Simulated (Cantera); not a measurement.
Feed: 1 mol SiH₂Cl₂, 7.1 mol N₂O, 26 mol N₂, at 800 °C and 2000 Pa.

Equilibrium computed with Cantera from the NASA thermochemical tables; the gas is ideal and each condensed phase is pure. Candidate condensed phases: H₂O, NH₄Cl, Si, SiO₂, Si₂N₂O, Si₃N₄; 47 gas species. Rates play no part.

Base state: N₂ 0.881, O₂ 0.0658, HCl 0.0451, H₂O 0.00404, Cl₂ 0.00381, Cl 0.000470, NO 3.92e-5 (mole fractions); condensed: SiO₂(β-quartz).

Q: What changes in the equilibrium state with this change: pressure from 2000 Pa to 12.0 Pa?

A: 
```
species                before     after
-------------------  --------  --------
N₂                      0.881     0.879
O₂                     0.0658    0.0667
HCl                    0.0451    0.0491
Cl₂                   0.00381  0.000706
Cl                   0.000470   0.00261
H₂O                   0.00404   0.00201
NO                    3.92e-5   3.94e-5
SiO₂(β-quartz), mol      1.00      1.00
```

Q: What changes in the equilibrium state with this change: temperature from 800 °C to 552 °C?

A: 
| species | before | after |
|---|---|---|
| N₂ | 0.881 | 0.883 |
| O₂ | 0.0658 | 0.0638 |
| HCl | 0.0451 | 0.0364 |
| Cl₂ | 0.00381 | 0.00848 |
| H₂O | 0.00404 | 0.00848 |
| Cl | 0.000470 | 1.07e-5 |
| NO | 3.92e-5 | 1.77e-6 |
| SiO₂(β-quartz), mol | 1.00 | 0 |
| SiO₂(α-quartz), mol | 0 | 1.00 |
